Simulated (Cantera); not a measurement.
Feed: 1 mol PbO, 98 mol H2, 3.9 mol H2O, at 2198 K and 1.33 mbar.

Equilibrium computed with Cantera from the NASA thermochemical tables; the gas is ideal and each condensed phase is pure. Candidate condensed phases: H2O, Pb, PbO, PbO2, Pb3O4; 12 gas species. Kinetics and transport are ignored.

Base state: H2 0.809, H 0.137, H2O 0.0432, Pb 0.00904, OH 0.00102, O 0.000120 (mole fractions); condensed: gas only.

Question: What changes in the equilibrium state with this change: temperature from 2198 K to 1148 K?

Answer: 
```json
[
 {"species": "H2", "before": "0.809", "after": "0.943"},
 {"species": "H2O", "before": "0.0432", "after": "0.0476"},
 {"species": "Pb", "before": "0.00904", "after": "0.00972"},
 {"species": "H", "before": "0.137", "after": "1.90e-6"},
 {"species": "OH", "before": "0.00102", "after": "<1e-9"},
 {"species": "O", "before": "0.000120", "after": "<1e-9"}
]
```

Question: What changes in the equilibrium state with this change: temperature from 2198 K to 775 K?

Answer: 
```
species       before    after
----------  --------  -------
H2             0.809    0.952
H2O           0.0432   0.0481
Pb           0.00904  1.87e-5
H              0.137    <1e-9
OH           0.00102    <1e-9
O           0.000120    <1e-9
Pb(l), mol         0    0.998
```
